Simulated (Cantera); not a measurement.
A closed system holds: 1 mol V, 0.088 mol O₂, 48 mol H₂, equilibrated at 2.10 mbar.

Equilibrium computed with Cantera from the NASA thermochemical tables; the gas is ideal and each condensed phase is pure. Candidate condensed phases: H₂O, V, VO, V₂O₃, V₂O₄, V₂O₅; 12 gas species. Kinetics and transport are ignored. All values below are at 2000 °C.

Base state: H₂ 0.816, H 0.166, V 0.0157, VO 0.00297, H₂O 0.000179, VO₂ 7.03e-5 (mole fractions); condensed: gas only.

Q: What changes in the equilibrium state with this change: O₂ from 0.088 to 0.069 mol?

A: 
```tsv
species	before	after
H₂	0.816	0.816
H	0.166	0.166
V	0.0157	0.0163
VO	0.00297	0.00236
H₂O	0.000179	0.000137
VO₂	7.03e-5	4.26e-5
```
